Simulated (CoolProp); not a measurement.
Saturation properties of R124 (Tc = 122.3 °C, pc = 3.624 MPa, ω = 0.288).

The numbers come from the reference Helmholtz-energy equation of state, de Vries 1995 in CoolProp.

```csv
T (°C),p (MPa),liquid cp (kJ/(kg K)),liquid viscosity (µPa s)
-44.15,0.02094,1.015,632
-37.65,0.03001,1.024,571
-31.05,0.04225,1.033,517
-24.55,0.05794,1.042,471
-18.05,0.07796,1.052,430
-11.45,0.1035,1.063,394
-4.95,0.1347,1.074,361
1.55,0.1728,1.086,332
8.15,0.2195,1.098,306
14.65,0.2744,1.111,282
21.15,0.3392,1.126,260
27.75,0.4162,1.141,240
34.25,0.5044,1.158,222
40.75,0.6059,1.176,205
```

It boils at -12.0 °C under 1 atm.

Viscosity comes from a separate model (Bell 2016), an estimate that may be off by 10 % or more.
